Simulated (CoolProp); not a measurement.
Vapour-liquid equilibrium of R245fa (1) + isopentane (2) at 0.942 MPa; x and y are mole fractions of (1).

The numbers come from the multi-fluid Helmholtz-energy mixture model, Akasaka 2015 and Lemmon 2006; pair parameters Bell 2016 in CoolProp.

```json
[
 {"x": "0.05", "bubble temperature (K)": "…", "y at the bubble point": "…", "dew temperature at overall composition x (K)": "383.6", "liquid density (mol/L)": "7.189"},
 {"x": "0.2", "bubble temperature (K)": "365.1", "y at the bubble point": "0.420", "dew temperature at overall composition x (K)": "376.3", "liquid density (mol/L)": "…"},
 {"x": "0.35", "bubble temperature (K)": "358.6", "y at the bubble point": "0.553", "dew temperature at overall composition x (K)": "368.8", "liquid density (mol/L)": "7.601"},
 {"x": "0.5", "bubble temperature (K)": "355.6", "y at the bubble point": "0.630", "dew temperature at overall composition x (K)": "361.1", "liquid density (mol/L)": "7.741"},
 {"x": "0.65", "bubble temperature (K)": "354.4", "y at the bubble point": "…", "dew temperature at overall composition x (K)": "355.0", "liquid density (mol/L)": "7.921"},
 {"x": "0.8", "bubble temperature (K)": "354.5", "y at the bubble point": "0.760", "dew temperature at overall composition x (K)": "355.1", "liquid density (mol/L)": "8.172"},
 {"x": "0.95", "bubble temperature (K)": "357.6", "y at the bubble point": "0.906", "dew temperature at overall composition x (K)": "…", "liquid density (mol/L)": "8.460"}
]
```

Q: What belongs in the gaps?

A: 
- 0.05, bubble temperature (K): 378.9
- 0.05, y at the bubble point: 0.148
- 0.2, liquid density (mol/L): 7.444
- 0.65, y at the bubble point: 0.689
- 0.95, dew temperature at overall composition x (K): 358.9

y crosses x between x = 0.65 and 0.8: the model has an azeotrope there.

Pair parameters are fitted to limited data, so mixtures are less certain than the pure fluids.
